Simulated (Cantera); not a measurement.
A Cantera script and its output.

```python
import numpy as np
import cantera as ct

gas = ct.Solution("gri30.yaml")
gas.TPX = 1125, 11000, {'CO': 0.0018, 'O2': 0.081, 'H2O': 0.0065, 'N2': 1}
reactor = ct.IdealGasConstPressureReactor(gas, energy="off", clone=False)
net = ct.ReactorNet([reactor])
net.rtol, net.atol = 1e-08, 1e-18
show = ['CO', 'O2', 'H2O', 'N2O', 'OH', 'CO2']
times = np.geomspace(9e-06, 3, 12)

steps = ct.SolutionArray(gas, extra=["t"])
rows = []
print(f"{'t/s':>10s}{'T/K':>9s}{'P/Pa':>11s}" + "".join(f"{s:>11s}" for s in show))
for t in times:
    while net.time < t:
        t_next = net.step()
        steps.append(gas.state, t=t_next)
    rows.append([np.interp(t, steps.t, y) for y in (steps.T, steps.P, *steps(*show).X.T)])
    print(f"{t:10.3e}{rows[-1][0]:9.1f}{rows[-1][1]:11.4g}" + "".join(f"{x:11.3e}" for x in rows[-1][2:]))
rate = np.gradient(steps.T, steps.t)
print("integrator steps:", len(steps.t))
if steps.T.max() > steps.T[0] + 200:
    print(f"time of steepest temperature rise: {steps.t[rate.argmax()]:.4e} s")
gas.TPX = 1125, 11000, {'CO': 0.0018, 'O2': 0.081, 'H2O': 0.0065, 'N2': 1}
gas.equilibrate("TP")
print(f"equilibrium (TP): T = {gas.T:.1f} K  " + "  ".join(f"{s} {gas[s].X[0]:.3e}" for s in show))
```

Result:

```
       t/s      T/K       P/Pa         CO         O2        H2O        N2O         OH        CO2
 9.000e-06   1125.0    1.1e+04  1.652e-03  7.436e-02  5.967e-03  8.423e-19  2.630e-14  1.684e-12
 2.860e-05   1125.0    1.1e+04  1.652e-03  7.436e-02  5.967e-03  2.864e-18  8.997e-14  5.351e-12
 9.087e-05   1125.0    1.1e+04  1.652e-03  7.436e-02  5.967e-03  1.105e-17  3.524e-13  1.701e-11
 2.887e-04   1125.0    1.1e+04  1.652e-03  7.436e-02  5.967e-03  5.418e-17  1.774e-12  5.413e-11
 9.174e-04   1125.0    1.1e+04  1.652e-03  7.436e-02  5.967e-03  3.630e-16  1.217e-11  1.738e-10
 2.915e-03   1125.0    1.1e+04  1.652e-03  7.436e-02  5.967e-03  3.077e-15  1.033e-10  5.983e-10
 9.262e-03   1125.0    1.1e+04  1.652e-03  7.436e-02  5.967e-03  3.591e-14  1.171e-09  3.422e-09
 2.943e-02   1125.0    1.1e+04  1.652e-03  7.436e-02  5.967e-03  2.787e-12  8.753e-08  2.202e-07
 9.352e-02   1125.0    1.1e+04  8.943e-04  7.388e-02  5.910e-03  1.906e-08  7.139e-05  7.585e-04
 2.971e-01   1125.0    1.1e+04  6.666e-05  7.361e-02  5.958e-03  6.302e-08  2.446e-05  1.587e-03
 9.442e-01   1125.0    1.1e+04  5.369e-06  7.359e-02  5.968e-03  7.375e-08  7.737e-06  1.648e-03
 3.000e+00   1125.0    1.1e+04  3.769e-07  7.359e-02  5.971e-03  7.611e-08  2.709e-06  1.653e-03
integrator steps: 991
equilibrium (TP): T = 1125.0 K  CO 4.906e-11  O2 7.356e-02  H2O 5.972e-03  N2O 1.801e-09  OH 3.306e-07  CO2 1.654e-03
```

Model: GRI-Mech 3.0 (53 species, 325 reactions), integrated in Cantera.
